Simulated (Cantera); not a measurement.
What does this Cantera script print?

```python
import numpy as np
import cantera as ct

gas_names = [...]  # 95 gases of nasa_gas.yaml made of C, F, H
cond_names = """
    C(gr) C6H6(L) C7H8(L) C8H18(L),n-octa
""".split()


# ... load() reads the species with a 1 bar reference pressure and builds the phases ...
atoms = {
    'CF4': {'C': 1, 'F': 4},
    'H2': {'H': 2},
}
top_T = {'C(gr)': 4500}  # K; cautious upper limits of use, not melting points


# ... equilibrate(T, P, feed) seeds the gas with the atoms and calls Mixture.equilibrate('TP', solver="vcs", rtol=1e-11, max_steps=5000) ...
results = []
feed = {'CF4': 1, 'H2': 1.3}  # mol
P = 100000  # Pa
for T in [2325, 2425, 2525, 2625, 2725, 2825, 2925, 3025]:
    mix = equilibrate(T, P, feed)
    results.append((T, P, feed, dict(zip(mix.species_names, mix.species_moles))))

top = {s: max(r[3][s] / sum(r[3][g] for g in gas_names) for r in results) for s in gas_names}
cols = sorted((s for s in top if top[s] > 1e-05), key=lambda s: -top[s])[:7]
seen = [c for c in cond_names if any(r[3].get(c, 0) > 1e-12 for r in results)]
print("log10 of partial pressures in bar; condensed amounts in mol")
print(f"{'T/K':>10s}" + "".join(f"{s[:9]:>10s}" for s in cols + seen))
for T, P, feed, n in results:
    ng = sum(n[g] for g in gas_names)
    print(f"{T:10.4g}" + "".join(f"{np.log10(max(n[s] / ng * P / 1e5, 1e-99)):10.3f}" for s in cols)
          + "".join(f"{n.get(c, 0):10.4g}" for c in seen))
```

Output:

```
log10 of partial pressures in bar; condensed amounts in mol
       T/K        HF         F       CF2       CF4        CF       CF3         H     C(gr)
      2325    -0.066    -2.046    -1.466    -1.028    -3.785    -2.490    -4.829    0.6021
      2425    -0.074    -1.772    -1.254    -1.108    -3.362    -2.343    -4.563    0.5725
      2525    -0.084    -1.533    -1.086    -1.236    -2.986    -2.249    -4.307    0.5367
      2625    -0.097    -1.331    -0.969    -1.428    -2.659    -2.218    -4.055     0.503
      2725    -0.109    -1.166    -0.905    -1.694    -2.378    -2.256    -3.800    0.4834
      2825    -0.121    -1.034    -0.890    -2.028    -2.139    -2.356    -3.540    0.4847
      2925    -0.131    -0.929    -0.912    -2.410    -1.935    -2.503    -3.279    0.5024
      3025    -0.140    -0.845    -0.961    -2.823    -1.759    -2.682    -3.021    0.5266
```

Method: chemical equilibrium by Gibbs-energy minimisation in Cantera with the NASA 1993 tables (ideal gas, pure condensed phases). The tables' values for C2F4 are old estimates; treat these amounts as uncertain. Gases not in the tables: C2F6 and larger saturated fluorocarbons.
